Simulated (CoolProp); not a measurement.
CH2F2 (R32) along the isobar 0.863 MPa: fugacity coefficient from the reference equation and from simpler models built on Tc = 351.3 K, pc = 5.783 MPa, ω = 0.277; each cubic takes its own stable root.

Model: reference Helmholtz-energy equation of state, Tillner-Roth 1997, in CoolProp.

| T (K) | phase | reference | van der Waals | Redlich-Kwong | Peng-Robinson |
|---|---|---|---|---|---|
| 295.9 | gas | 0.8939 | 0.9336 | 0.9181 | 0.9063 |
| 305.2 | gas | 0.9053 | 0.9382 | 0.9249 | 0.9144 |
| 314.5 | gas | 0.9151 | 0.9425 | 0.9310 | 0.9217 |
| 323.7 | gas | 0.9235 | 0.9463 | 0.9364 | 0.9282 |
| 333 | gas | 0.9308 | 0.9498 | 0.9413 | 0.9342 |
| 342.3 | gas | 0.9373 | 0.9530 | 0.9457 | 0.9395 |
| 351.6 | gas | 0.9430 | 0.9560 | 0.9497 | 0.9444 |
| 360.8 | gas | 0.9481 | 0.9586 | 0.9534 | 0.9487 |
| 370.1 | gas | 0.9526 | 0.9611 | 0.9567 | 0.9528 |
| 379.4 | gas | 0.9566 | 0.9634 | 0.9597 | 0.9564 |
| 388.6 | gas | 0.9602 | 0.9656 | 0.9625 | 0.9597 |
| 397.9 | gas | 0.9635 | 0.9675 | 0.9650 | 0.9628 |
| 407.2 | gas | 0.9664 | 0.9694 | 0.9674 | 0.9656 |
| 416.5 | gas | 0.9691 | 0.9711 | 0.9695 | 0.9682 |
| 425.7 | gas | 0.9715 | 0.9726 | 0.9715 | 0.9706 |
| 435 | gas | 0.9738 | 0.9741 | 0.9733 | 0.9728 |
